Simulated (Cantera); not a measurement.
An adiabatic, constant-pressure homogeneous reactor starts with 1.86 % C₃H₈, 20.6 % O₂, 77.6 % N₂, at 1600 K and 1.00 atm.

Detailed kinetics in Cantera: GRI-Mech 3.0 (53 species, 325 reactions). GRI-Mech 3.0 was tuned for natural gas; its chemistry of propane as a main component is partial and can be far from experiment.

One state of this run: T (K) = 2439; x C₃H₈ = <1e-12; x O₂ = 0.102; x O = 0.00341; x HO₂ = 5.84e-6; x CH₃ = <1e-12. x: mole fraction; the columns are a selection and need not sum to one.

Task: Which value of t (s) does it belong to?
A. 0.0633
B. 1.00e-6
C. 3.98e-6
D. 6.32e-5

Result: A, 0.0633
